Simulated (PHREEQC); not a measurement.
Make-up at 20 °C: 0.036 mol HF, 0.00014 mol H2SiF6 and 0.16 mol HCl per kg of water. Closed to the air; pH follows from the charge balance.

All values are PHREEQC results (ion-association model, wateq4f.dat), not measurements.

This is a speciation only: nothing precipitates in the calculation.

**Question.** Order these F species by the share of F that they hold, largest first: SiF6-2, HF, H2F2, HF2-, F-.

**Answer.** HF (81 %), H2F2 (16 %), SiF6-2 (2.3 %), F- (0.65 %), HF2- (0.15 %)

The pH is 0.89 and the ionic strength 0.161 mol/kgw. Species that the database lacks are ignored. wateq4f.dat counts part of the HF as a dimer, H2F2, which phreeqc.dat doesn't know; its constant is uncertain. SiF6-2 is the database's only silicon fluoride.
